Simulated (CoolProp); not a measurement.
Properties of toluene along the isotherm 34.55 °C (Tc = 318.6 °C, pc = 4126 kPa, ω = 0.266).

Values from CoolProp's reference Helmholtz-energy equation of state, Lemmon 2006. It is a short technical equation, of lower accuracy than the large ones.

| p (kPa) | phase | density (kg/m³) | viscosity (µPa s) |
|---|---|---|---|
| 1880 | liquid | 854.8 | 502 |
| 3750 | liquid | 856.3 | 510 |
| 5630 | liquid | 857.8 | 518 |
| 7500 | liquid | 859.3 | 526 |
| 9380 | liquid | 860.8 | 534 |
| 11300 | liquid | 862.3 | 542 |
| 13100 | liquid | 863.6 | 550 |
| 15000 | liquid | 865.1 | 558 |
| 16900 | liquid | 866.4 | 566 |
| 18800 | liquid | 867.8 | 575 |
| 20600 | liquid | 869.1 | 583 |

Viscosity comes from a separate model (Avgeri 2015).
